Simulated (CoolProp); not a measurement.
Vapour-liquid equilibrium of toluene (1) + n-nonane (2) at 424.2 K; x and y are mole fractions of (1).

Computed with CoolProp (multi-fluid Helmholtz-energy mixture model, Lemmon 2006 and Lemmon 2006; pair parameters Bell 2016).

| x | bubble pressure, mixture model (bar) | bubble pressure, Raoult's law (bar) | y, mixture model | y, Raoult's law |
|---|---|---|---|---|
| 0.05 | (withheld) | 1.111 | (withheld) | 0.127 |
| 0.2 | (withheld) | 1.381 | 0.427 | 0.408 |
| 0.35 | (withheld) | 1.651 | 0.602 | 0.598 |
| 0.5 | 2.048 | 1.920 | 0.723 | 0.734 |
| 0.65 | 2.295 | 2.190 | 0.816 | 0.837 |
| 0.8 | 2.525 | 2.460 | (withheld) | 0.917 |
| 0.95 | 2.747 | 2.730 | 0.974 | 0.981 |

Question: Complete the blanks.

Answer: 
- 0.05, bubble pressure, mixture model (bar): 1.137
- 0.05, y, mixture model: 0.141
- 0.2, bubble pressure, mixture model (bar): 1.471
- 0.35, bubble pressure, mixture model (bar): 1.775
- 0.8, y, mixture model: 0.896

The largest gap from Raoult's law is +7.5 % in bubble pressure, at x = 0.35. No azeotrope shows between x = 0.05 and 0.95.

The pair parameters rest on a limited set of measurements; away from them the model extrapolates.
